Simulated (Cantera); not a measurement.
Feed: 1 mol CaO, 0.11 mol O₂, 1.2 mol H₂O, held at 1.00 bar.

Method: chemical equilibrium by Gibbs-energy minimisation in Cantera with the NASA 1993 tables (ideal gas, pure condensed phases). Candidate condensed phases: Ca, CaO, Ca(OH)₂, H₂O; 14 gas species. Kinetics and transport are ignored.

x: gas mole fraction; n: condensed amount in mol.

```csv
T (K),x H₂O,x O₂,x OH,x H₂,n Ca(OH)₂(s),n CaO(s)
723,0.645,0.355,?,<1e-12,1.00,0
823,0.916,0.0840,?,<1e-12,0,1.00
923,0.916,0.0840,?,2.30e-11,0,1.00
1023,0.916,0.0840,?,5.40e-10,0,1.00
1123,0.916,0.0840,?,7.27e-9,0,1.00
1223,0.916,0.0840,?,6.42e-8,0,1.00
1323,0.916,0.0840,?,4.10e-7,0,1.00
1423,0.916,0.0839,?,2.02e-6,0,1.00
1523,0.916,0.0839,?,8.10e-6,0,1.000
1623,0.916,0.0838,?,2.74e-5,0,1.000
1723,0.915,0.0837,?,8.05e-5,0,1.000
1823,0.914,0.0835,?,0.000211,0,1.000
```

Question: Complete the blanks.

Answer: 
- 723, x OH: 1.89e-10
- 823, x OH: 4.15e-9
- 923, x OH: 5.42e-8
- 1023, x OH: 4.29e-7
- 1123, x OH: 2.36e-6
- 1223, x OH: 9.79e-6
- 1323, x OH: 3.28e-5
- 1423, x OH: 9.29e-5
- 1523, x OH: 0.000229
- 1623, x OH: 0.000506
- 1723, x OH: 0.00102
- 1823, x OH: 0.00190
